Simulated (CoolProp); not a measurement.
R142b along the isobar 18.1 MPa: density (kg/m³) from the reference equation and from simpler models built on Tc = 137.1 °C, pc = 4.055 MPa, ω = 0.232; each cubic takes its own stable root.

Computed with CoolProp (reference Helmholtz-energy equation of state, Lemmon 2006). It is a short technical equation, of lower accuracy than the large ones.

```csv
T (°C),phase,reference
75.55,liquid,1057
83.65,liquid,1039
91.75,liquid,1021
99.85,liquid,1002
107.95,liquid,983.3
115.95,liquid,964.3
124.05,liquid,944.6
132.15,liquid,924.6
140.25,supercritical,904.1
148.35,supercritical,883.3
156.45,supercritical,862.0
164.55,supercritical,840.4
172.55,supercritical,818.7
180.65,supercritical,796.4
188.75,supercritical,773.9
196.85,supercritical,751.2
```

Question: How far does each simpler model (van der Waals, Redlich-Kwong, Soave-Redlich-Kwong, Peng-Robinson) lie from the reference over these 16 states: mean and median of the absolute difference, and the worst?

Answer: 
- van der Waals: mean 28.4 %, median 29.0 %, worst -33.3 % at 75.55 °C and 18.1 MPa
- Redlich-Kwong: mean 9.2 %, median 9.5 %, worst -9.9 % at 75.55 °C and 18.1 MPa
- Soave-Redlich-Kwong: mean 9.5 %, median 9.4 %, worst -11.0 % at 196.85 °C and 18.1 MPa
- Peng-Robinson: mean 1.6 %, median 1.7 %, worst +2.9 % at 75.55 °C and 18.1 MPa
